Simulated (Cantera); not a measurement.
Feed: 1 mol SiHCl₃, 0.26 mol NH₃, 1.4 mol N₂, at 31.5 Torr.

Cantera equilibrium calculation (NASA polynomials, part measured and part estimated; ideal gas, pure solids and liquids). Candidate condensed phases: NH₄Cl, Si, Si₃N₄; 28 gas species. Rates play no part.

Over these rows the condensed part is Si₃N₄(s). Partial pressures as log10 of bar:

```
T (K)  1000/T (1/K)  log p SiCl₂  log p N₂  log p HCl  log p SiCl₄  log p H₂
-----  ------------  -----------  --------  ---------  -----------  --------
1000         1.0000        -7.19     -1.79      -1.86        -2.17     -2.29
1075         0.9302        -6.17     -1.79      -1.84        -2.18     -2.31
1150         0.8696        -5.28     -1.79      -1.83        -2.19     -2.33
1225         0.8163        -4.51     -1.80      -1.82        -2.21     -2.35
1300         0.7692            ?     -1.80      -1.81        -2.23     -2.37
1375         0.7273        -3.25     -1.80      -1.82        -2.28     -2.38
```

Q: Fit log p(SiCl₂) = a + b·(1000/T) to the five rows, give the apparent enthalpy, and predict the row at 1300 K.

A: Means: 1000/T = 0.8687, log p = -5.280. Sxy = -0.632908, Sxx = 0.0437625, so b = -14.46 and a = -5.280 − (-14.46)×0.8687 = 7.28.
Apparent enthalpy: −19.145 × (-14.46) = 277 kJ/mol. With the condensed phases at unit activity, 1/6 Si₃N₄(s) + 1/2 SiCl₄(g) = SiCl₂(g) + 1/3 N₂(g) links this pressure to the main gases: over the six rows their terms move log p by -0.05 in all, so the slope is close to that reaction's ΔH°. The five rows lie within 0.01 of the line.
Prediction at 1300 K: 7.28 + (-14.46)×0.7692 = -3.84. The computed value is -3.84, 0.00 from the line.
